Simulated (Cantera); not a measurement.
A closed system holds: 1 mol FeCl₃, 16 mol H₂, equilibrated at 1523.15 K and 0.165 Torr.

Cantera equilibrium calculation (NASA polynomials, part measured and part estimated; ideal gas, pure solids and liquids). Candidate condensed phases: Fe, FeCl₂, FeCl₃; 11 gas species. Rates play no part.

Base state: H₂ 0.844, HCl 0.136, FeCl₂ 0.0172, H 0.00143, Fe 0.00111, Cl 0.000186 (mole fractions); condensed: Fe(γ).

### Question
What changes in the equilibrium state with this change: H₂ from 16 to 0.25 mol?

### Answer
| species | before | after |
|---|---|---|
| FeCl₂ | 0.0172 | 0.501 |
| HCl | 0.136 | 0.251 |
| Cl | 0.000186 | 0.244 |
| H₂ | 0.844 | 1.66e-6 |
| Cl₂ | 1.64e-9 | 0.00283 |
| Fe | 0.00111 | 1.87e-8 |
| FeCl₃ | 3.06e-8 | 0.00117 |
| H | 0.00143 | 2.01e-6 |
| Fe(γ), mol | 0.678 | 0 |

### Question
What changes in the equilibrium state with this change: H₂ from 16 to 5.5 mol?

### Answer
```json
[
 {"species": "H₂", "before": "0.844", "after": "0.652"},
 {"species": "HCl", "before": "0.136", "after": "0.262"},
 {"species": "FeCl₂", "before": "0.0172", "after": "0.0825"},
 {"species": "Cl", "before": "0.000186", "after": "0.000407"},
 {"species": "H", "before": "0.00143", "after": "0.00126"},
 {"species": "Fe", "before": "0.00111", "after": "0.00111"},
 {"species": "Fe(γ), mol", "before": "0.678", "after": "0.414"}
]
```
